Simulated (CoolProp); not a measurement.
Isopentane along the isotherm 500 K: fugacity coefficient from the reference equation and from simpler models built on Tc = 460.3 K, pc = 3378 kPa, ω = 0.227; each cubic takes its own stable root.

Values from CoolProp's reference Helmholtz-energy equation of state, Lemmon 2006. It is a short technical equation, of lower accuracy than the large ones.

```json
[
 {"p (kPa)": "390", "phase": "gas", "reference": "0.9701", "van der Waals": "0.9721", "Redlich-Kwong": "0.9693", "Soave-Redlich-Kwong": "0.9705", "Peng-Robinson": "0.9665"},
 {"p (kPa)": "780", "phase": "gas", "reference": "0.9405", "van der Waals": "0.9443", "Redlich-Kwong": "0.9390", "Soave-Redlich-Kwong": "0.9414", "Peng-Robinson": "0.9338"},
 {"p (kPa)": "1170", "phase": "gas", "reference": "0.9113", "van der Waals": "0.9167", "Redlich-Kwong": "0.9091", "Soave-Redlich-Kwong": "0.9127", "Peng-Robinson": "0.9018"},
 {"p (kPa)": "1560", "phase": "gas", "reference": "0.8824", "van der Waals": "0.8891", "Redlich-Kwong": "0.8796", "Soave-Redlich-Kwong": "0.8843", "Peng-Robinson": "0.8705"},
 {"p (kPa)": "1950", "phase": "gas", "reference": "0.8538", "van der Waals": "0.8616", "Redlich-Kwong": "0.8505", "Soave-Redlich-Kwong": "0.8564", "Peng-Robinson": "0.8398"},
 {"p (kPa)": "2340", "phase": "gas", "reference": "0.8256", "van der Waals": "0.8340", "Redlich-Kwong": "0.8216", "Soave-Redlich-Kwong": "0.8287", "Peng-Robinson": "0.8097"},
 {"p (kPa)": "2730", "phase": "gas", "reference": "0.7975", "van der Waals": "0.8063", "Redlich-Kwong": "0.7931", "Soave-Redlich-Kwong": "0.8014", "Peng-Robinson": "0.7803"},
 {"p (kPa)": "3120", "phase": "gas", "reference": "0.7697", "van der Waals": "0.7784", "Redlich-Kwong": "0.7647", "Soave-Redlich-Kwong": "0.7744", "Peng-Robinson": "0.7514"},
 {"p (kPa)": "3510", "phase": "supercritical", "reference": "0.7422", "van der Waals": "0.7501", "Redlich-Kwong": "0.7364", "Soave-Redlich-Kwong": "0.7476", "Peng-Robinson": "0.7230"},
 {"p (kPa)": "3900", "phase": "supercritical", "reference": "0.7148", "van der Waals": "0.7211", "Redlich-Kwong": "0.7083", "Soave-Redlich-Kwong": "0.7210", "Peng-Robinson": "0.6951"},
 {"p (kPa)": "4290", "phase": "supercritical", "reference": "0.6875", "van der Waals": "0.6911", "Redlich-Kwong": "0.6801", "Soave-Redlich-Kwong": "0.6946", "Peng-Robinson": "0.6677"},
 {"p (kPa)": "4680", "phase": "supercritical", "reference": "0.6605", "van der Waals": "0.6603", "Redlich-Kwong": "0.6521", "Soave-Redlich-Kwong": "0.6686", "Peng-Robinson": "0.6410"},
 {"p (kPa)": "5070", "phase": "supercritical", "reference": "0.6337", "van der Waals": "0.6309", "Redlich-Kwong": "0.6247", "Soave-Redlich-Kwong": "0.6432", "Peng-Robinson": "0.6152"}
]
```
